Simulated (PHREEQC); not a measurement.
Dissolve 2.2 mmol/kgw H3PO4, 21 mmol/kgw Na2SO4 and 0.39 mmol/kgw KCl at 80 °C. Closed to the air; pH follows from the charge balance.

The numbers come from PHREEQC with the ion-association model, phreeqc.dat.

Task: The ionic strength comes out as 0.0585 mol/kgw. What activity coefficients do H2PO4-, H+, KSO4-, SO4-2, K+ get?

Result: H2PO4- 0.80, H+ 0.83, KSO4- 0.80, SO4-2 0.40, K+ 0.78.

No solid was allowed to form. At this temperature some constants are extrapolated from 25 °C, and those without enthalpy data are left unchanged.
